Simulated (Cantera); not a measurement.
A Cantera script and its output.

```python
import numpy as np
import cantera as ct

surf = ct.Interface("diamond.yaml", "diamond_100")
gas, bulk = surf.adjacent["gas"], surf.adjacent["diamond"]
k = surf.kinetics_species_index(bulk.species_names[0])
cover = ["c6HH", "c6H*", "c6*H", "c6**", "c6HM", "c6B"]

rows, drift = [], 0.0
print(f"{'xH':>10s}{'um/h':>11s}" + "".join(f"{s:>11s}" for s in cover))
for v in [0.0001, 0.00022, 0.00048, 0.0011, 0.0023, 0.005, 0.011, 0.024, 0.053]:
    T, P, xH, xCH3 = 1100, 3500, v, 0.0015
    gas.TPX = T, P, {"H": xH, "CH3": xCH3, "CH4": 0.0048, "H2": 1 - xH - xCH3 - 0.0048}
    surf.TP = bulk.TP = T, P
    surf.coverages = "c6H*:0.1, c6HH:0.9"
    surf.advance_coverages(100.0)
    before = surf.coverages
    surf.advance_coverages(100.0)
    drift = max(drift, np.max(np.abs(surf.coverages - before) / (surf.coverages + 1e-9)))
    rate = surf.net_production_rates[k] * bulk.mean_molecular_weight / bulk.density * 3.6e9
    rows.append([rate, *surf[cover].coverages])
    print(f"{v:10.4g}{rate:11.4e}" + "".join(f"{x:11.3e}" for x in rows[-1][1:]))
```

Result:

```
        xH       um/h       c6HH       c6H*       c6*H       c6**       c6HM        c6B
    0.0001 8.8208e-01  5.129e-01  1.943e-02  3.080e-01  2.051e-03  9.642e-02  2.394e-09
   0.00022 2.0886e+00  4.672e-01  2.109e-02  3.342e-01  4.088e-03  1.075e-01  5.668e-09
   0.00048 4.5410e+00  4.448e-01  2.199e-02  3.485e-01  6.909e-03  1.122e-01  1.232e-08
    0.0011 9.4085e+00  4.397e-01  2.282e-02  3.616e-01  1.022e-02  1.062e-01  2.553e-08
    0.0023 1.6005e+01  4.486e-01  2.383e-02  3.774e-01  1.288e-02  8.900e-02  4.343e-08
     0.005 2.4157e+01  4.659e-01  2.511e-02  3.974e-01  1.513e-02  6.292e-02  6.555e-08
     0.011 3.1490e+01  4.837e-01  2.632e-02  4.158e-01  1.673e-02  3.764e-02  8.545e-08
     0.024 3.6456e+01  4.962e-01  2.721e-02  4.283e-01  1.771e-02  2.006e-02  9.893e-08
     0.053 3.9353e+01  5.035e-01  2.789e-02  4.353e-01  1.828e-02  9.826e-03  1.068e-07
```

Computed with Cantera and the Harris–Goodwin 1993 mechanism for the reconstructed diamond (100) surface.
